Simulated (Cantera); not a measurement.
Feed: 1 mol H2O, 0.39 mol O2, 3.5 mol H2, held at 2300 K and 0.100 bar.

These are equilibrium values from Cantera (NASA tables, ideal gas, pure condensed phases), not measurements of a reactor. Candidate condensed phases: H2O; 9 gas species. Rates play no part.

Base state: H2 0.586, H2O 0.388, H 0.0234, OH 0.00250, O 6.82e-5, O2 1.88e-5 (mole fractions); condensed: gas only.

### Question
What changes in the equilibrium state with this change: temperature from 2300 K to 1898.15 K?

### Answer
| species | before | after |
|---|---|---|
| H2 | 0.586 | 0.603 |
| H2O | 0.388 | 0.395 |
| H | 0.0234 | 0.00192 |
| O | 6.82e-5 | 2.47e-7 |
| O2 | 1.88e-5 | 7.06e-8 |
| OH | 0.00250 | 0.000103 |
